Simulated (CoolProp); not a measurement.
Vapour-liquid equilibrium of n-pentane (1) + acetone (2) at 61.85 °C; x and y are mole fractions of (1).

The numbers come from the multi-fluid Helmholtz-energy mixture model, Thol 2019 and Lemmon 2006; pair parameters Bell 2016 in CoolProp.

```
x      bubble pressure (bar)  y at the bubble point  dew pressure at overall composition x (bar)  liquid density (mol/L)
-----  ---------------------  ---------------------  -------------------------------------------  ----------------------
0.05                   1.551                  0.234                                        1.288                   12.40
0.125                  1.897                  0.405                                        1.384                   11.88
0.2                    2.125                  0.495                                        1.495                   11.39
0.275                  2.276                  0.550                                        1.624                   10.94
0.35                   2.376                  0.587                                        1.772                   10.52
0.425                  2.444                  0.616                                        1.944                   10.13
0.5                    2.491                  0.641                                        2.139                   9.779
0.575                  2.524                  0.664                                        2.344                   9.452
0.65                   2.545                  0.690                                        2.506                   9.153
0.725                  2.552                  0.721                                        2.552                   8.880
0.8                    2.538                  0.762                                        2.509                   8.631
0.875                  2.490                  0.820                                        2.427                   8.405
0.95                   2.384                  0.909                                        2.330                   8.200
```

y crosses x between x = 0.65 and 0.725: the model has an azeotrope there.

Pair parameters are fitted to limited data, so mixtures are less certain than the pure fluids. With so large a gap from Raoult's law the liquid may split in two, which this calculation doesn't test in full.
